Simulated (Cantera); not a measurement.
Feed: 1 mol SiH4, 0.031 mol HCl, 17 mol H2, held at 998.15 K and 10.0 Torr.

Equilibrium computed with Cantera from the NASA thermochemical tables; the gas is ideal and each condensed phase is pure. Candidate condensed phases: Si; 19 gas species. Rates play no part.

Base state: H2 0.998, HCl 0.00161 (mole fractions); condensed: Si(s).

### Question
What changes in the equilibrium state with this change: temperature from 998.15 K to 1748.15 K?

### Answer
| species | before | after |
|---|---|---|
| H2 | 0.998 | 0.996 |
| H | 1.87e-8 | 0.00198 |
| HCl | 0.00161 | 0.00161 |
| Si | <1e-9 | 0.000109 |
| SiH2 | <1e-9 | 2.05e-5 |
| SiH | <1e-9 | 1.68e-5 |
| Si(s), mol | 1.000 | 0 |
| Si(l), mol | 0 | 0.997 |
Gases not in the tables: Si2H6 and higher silanes.
